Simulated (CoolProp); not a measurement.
Vapour-liquid equilibrium of R152A (1) + n-pentane (2) at 329.4 K; x and y are mole fractions of (1).

Model: multi-fluid Helmholtz-energy mixture model, Outcalt 1996 and Thol 2019; pair parameters Bell 2016, in CoolProp.

```
x     bubble pressure (MPa)  y at the bubble point  dew pressure at overall composition x (MPa)  liquid density (mol/L)
----  ---------------------  ---------------------  -------------------------------------------  ----------------------
0.05                 0.3484                  0.445                                       0.2027                   8.284
0.15                 0.5934                  0.680                                       0.2270                   8.542
0.25                 0.7666                  0.759                                       0.2576                   8.814
0.35                 0.8895                  0.800                                       0.2974                   9.105
0.45                 0.9808                  0.827                                       0.3513                   9.421
0.55                  1.055                  0.849                                       0.4282                   9.771
0.65                  1.124                  0.870                                       0.5460                   10.17
0.75                  1.192                  0.895                                       0.7433                   10.64
0.85                  1.263                  0.927                                        1.060                   11.20
0.95                  1.337                  0.971                                        1.305                   11.88
```

No azeotrope shows between x = 0.05 and 0.95.

Pair parameters are fitted to limited data, so mixtures are less certain than the pure fluids. With so large a gap from Raoult's law the liquid may split in two, which this calculation doesn't test in full.
